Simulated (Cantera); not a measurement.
A freely propagating, adiabatic, planar premixed flame of 52.2 % H2, 8.73 % O2, 32.8 % N2, 6.27 % H2O, equivalence ratio 3.0, unburnt at 325 K and 750 Torr; multicomponent transport, grid criteria slope 0.08 and curve 0.16, no radiation.

Model: the H2/O2 subset of GRI-Mech 3.0, which has no nitrogen chemistry, integrated in Cantera. Burning velocities carry a grid error of a few per cent, more on coarse grids.

x: mole fraction of selected species; z is measured from the peak of heat release.

```csv
z (mm),T (K),u (m/s),x H2,x O2,x H2O,x HO2,x O,x H
-1.13,325,2.08,0.522,0.0873,0.0627,<1e-8,<1e-8,<1e-8
-0.752,325,2.08,0.522,0.0873,0.0627,<1e-8,<1e-8,<1e-8
-0.564,325,2.08,0.522,0.0873,0.0627,4.01e-8,<1e-8,<1e-8
-0.376,328,2.10,0.522,0.0873,0.0628,1.03e-6,2.26e-8,<1e-8
-0.188,401,2.53,0.514,0.0876,0.0660,0.000209,2.81e-6,1.02e-5
-0.0940,664,4.09,0.488,0.0797,0.0898,0.000293,7.39e-5,0.00170
0,981,5.93,0.447,0.0603,0.136,0.000111,0.000328,0.0105
0.0940,1207,7.22,0.402,0.0341,0.189,4.86e-5,0.000638,0.0239
0.188,1334,7.95,0.372,0.0142,0.228,1.85e-5,0.000474,0.0328
0.376,1438,8.53,0.358,___,0.252,___,___,0.0341
0.752,1511,8.93,0.361,7.89e-5,0.257,9.15e-8,3.73e-5,0.0266
1.50,1574,9.26,0.367,6.49e-6,0.258,1.02e-8,1.88e-5,0.0180
3.01,1621,9.50,0.372,___,0.259,<1e-8,___,___
```

Question: What belongs in the gaps?

Answer: 
- 0.376, x O2: 0.00178
- 0.376, x HO2: 2.14e-6
- 0.376, x O: 0.000112
- 3.01, x O2: 2.60e-6
- 3.01, x O: 7.97e-6
- 3.01, x H: 0.0111
